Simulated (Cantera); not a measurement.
A closed system holds: 1 mol V2O3, 6.4 mol H2, equilibrated at 5.00 bar.

These are equilibrium values from Cantera (NASA tables, ideal gas, pure condensed phases), not measurements of a reactor. Candidate condensed phases: H2O, V, VO, V2O3, V2O4, V2O5; 12 gas species. Mutual solubility and eutectic melting of coexisting phases are not modelled. VO: taken at fixed stoichiometry. Condensed phases not in the tables: the oxides between V2O3 and V2O5 other than VO2. The numbers say what is thermodynamically allowed, not how fast it happens.

x: gas mole fraction; n: condensed amount in mol.

```
T (K)   x H2     x H2O       x H  n V2O3(s)  n VO(s)
-----  -----  --------  --------  ---------  -------
875    1.000   8.85e-6  2.24e-11      1.000        …
950    1.000   2.80e-5  2.49e-10      1.000        …
1025   1.000   7.46e-5   1.95e-9      1.000        …
1100   1.000  0.000173   1.16e-8      0.999        …
1175   1.000  0.000360   5.48e-8      0.998        …
1250   0.999  0.000685   2.16e-7      0.996        …
1325   0.999   0.00121   7.31e-7      0.992        …
1400   0.998   0.00201   2.17e-6      0.987        …
```

Question: Fill in the missing entries.

Answer: 
- 875, n VO(s): 0
- 950, n VO(s): 0.000359
- 1025, n VO(s): 0.000955
- 1100, n VO(s): 0.00222
- 1175, n VO(s): 0.00461
- 1250, n VO(s): 0.00877
- 1325, n VO(s): 0.0155
- 1400, n VO(s): 0.0257
